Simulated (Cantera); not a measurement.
A closed system holds: 1 mol Fe2O3, 1.4 mol C, 0.01 mol CO, equilibrated at 48000 Pa.

These are equilibrium values from Cantera (NASA tables, ideal gas, pure condensed phases), not measurements of a reactor. Candidate condensed phases: C, Fe, Fe(CO)5, FeO, Fe2O3, Fe3O4; 15 gas species. Each liquid is taken as pure. Mutual solubility and eutectic melting of coexisting phases are not modelled. The tables' stoichiometric FeO is somewhat more stable than real wüstite, so its field is too wide. FeO: taken at fixed stoichiometry. Kinetics and transport are ignored. All values below are at 2275 K.

Base state: CO 0.909, CO2 0.0796, Fe 0.0112, FeO 0.000193 (mole fractions); condensed: Fe(l) + FeO(l).

### Question
What changes in the equilibrium state with this change: 0.038 mol H2 added?

### Answer
```csv
species,before,after
CO,0.909,0.884
CO2,0.0796,0.0774
H2,0,0.0169
H2O,0,0.00817
Fe,0.0112,0.0112
H,0,0.00159
OH,0,0.000120
FeO,0.000193,0.000193
"Fe(l), mol",0.498,0.509
"FeO(l), mol",1.49,1.47
```
Further candidate phases: C6H6, C7H8, C8H18, Fe(OH)2, Fe(OH)3, H2O.

### Question
What changes in the equilibrium state with this change: Fe2O3 replaced by Ta2O5?

### Answer
```
species          before    after
-------------  --------  -------
CO                0.909    0.998
CO2              0.0796  0.00148
TaO2                  0  8.05e-5
Fe               0.0112        0
FeO            0.000193        0
Fe(l), mol        0.498        0
FeO(l), mol        1.49        0
TaC(s), mol           0    0.400
Ta2O5(l), mol         0    0.800
```
TaC: taken at fixed stoichiometry. Condensed phases not in the tables: Ta2C. Further candidate phases: Ta, TaC, Ta2O5.
